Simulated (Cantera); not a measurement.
An adiabatic, constant-volume homogeneous reactor starts with 20.1 % CH₄, 16.1 % O₂, 60.4 % N₂, 3.41 % H₂O, equivalence ratio 2.5, at 1548 K and 285 Torr.

Model: GRI-Mech 3.0 (53 species, 325 reactions), integrated in Cantera.

Task: Predict: time of steepest temperature rise; temperature at 0.200 s; equilibrium temperature; x(O₂) at 0.200 s; x(H₂O) at 0.200 s; x(N₂O) at 0.200 s.

Result: 
```
Item                                                                Result
---------------------------------  ---------------------------------------
time of steepest temperature rise                                  2.24 ms
temperature at 0.200 s                                              2496 K
equilibrium temperature                                             2496 K
x(O₂) at 0.200 s                   1.03e-5 (gas-phase equilibrium 1.03e-5)
x(H₂O) at 0.200 s                      0.111 (gas-phase equilibrium 0.111)
x(N₂O) at 0.200 s                  4.78e-9 (gas-phase equilibrium 4.78e-9)
```
